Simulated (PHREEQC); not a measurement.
Consider water at 20 °C with 0.073 mol/kgw NaOH and 0.011 mol/kgw NaAlO2. Closed to the air; pH follows from the charge balance.

Model: ion-association model, wateq4f.dat, run in PHREEQC.

Each row changes one thing in this solution. No solid was allowed to form.

```tsv
case	pH	ionic strength (mol/kgw)	Al(OH)3 (mol/kgw)	SI of Gibbsite (Al(OH)3)	SI of Boehmite (AlOOH)
as made	12.92	0.0840	5.75e-10	-0.18	-0.72
NaOH from 0.073 to 0.0803 mol/kgw	12.96	0.0913	[?]	-0.22	[?]
diluted 2-fold with water	12.65	0.0420	5.77e-10	-0.19	-0.73
diluted 10-fold with water	11.99	[?]	5.77e-10	-0.19	-0.73
temperature from 20 to 60 °C	11.78	0.0840	3.41e-9	-0.75	-0.81
NaOH replaced by NaI at the same molality	8.88	0.0840	6.37e-6	+3.86	+3.32
NaAlO2 from 0.011 to 0.0099 mol/kgw	12.92	0.0829	5.18e-10	-0.23	-0.77
```

Q: Fill in the missing entries.

A: 
- NaOH from 0.073 to 0.0803 mol/kgw, Al(OH)3 (mol/kgw): 5.23e-10
- NaOH from 0.073 to 0.0803 mol/kgw, SI of Boehmite (AlOOH): -0.76
- diluted 10-fold with water, ionic strength (mol/kgw): 0.00840

Some of these states are supersaturated (in Al(OH)3(a), Boehmite (slow to form), for instance). Away from 25 °C the constants follow the database's enthalpies or fits; those with neither stay at their 25 °C values.
